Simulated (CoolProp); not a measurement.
Vapour-liquid equilibrium of benzene (1) + o-xylene (2) at 229.75 °C; x and y are mole fractions of (1).

The numbers come from the multi-fluid Helmholtz-energy mixture model, Thol 2012 and Zhou 2012; pair parameters Bell 2016 in CoolProp.

| x | bubble pressure, mixture model (MPa) | bubble pressure, Raoult's law (MPa) | y, mixture model | y, Raoult's law |
|---|---|---|---|---|
| 0.05 | 0.6890 | 0.7111 | 0.118 | 0.159 |
| 0.125 | 0.7909 | 0.8331 | 0.276 | 0.339 |
| 0.2 | 0.9052 | 0.9552 | 0.408 | 0.473 |
| 0.275 | 1.028 | 1.077 | 0.516 | 0.576 |
| 0.35 | 1.156 | 1.199 | 0.604 | 0.659 |
| 0.425 | 1.285 | 1.321 | 0.676 | 0.726 |
| 0.5 | 1.414 | 1.443 | 0.735 | 0.782 |
| 0.575 | 1.542 | 1.566 | 0.785 | 0.829 |
| 0.65 | 1.668 | 1.688 | 0.828 | 0.869 |
| 0.725 | 1.792 | 1.810 | 0.867 | 0.904 |
| 0.8 | 1.916 | 1.932 | 0.904 | 0.935 |
| 0.875 | 2.041 | 2.054 | 0.939 | 0.962 |
| 0.95 | 2.169 | 2.176 | 0.975 | 0.986 |

The largest gap from Raoult's law is -5.2 % in bubble pressure, at x = 0.2. No azeotrope shows between x = 0.05 and 0.95.

Pair parameters are fitted to limited data, so mixtures are less certain than the pure fluids.
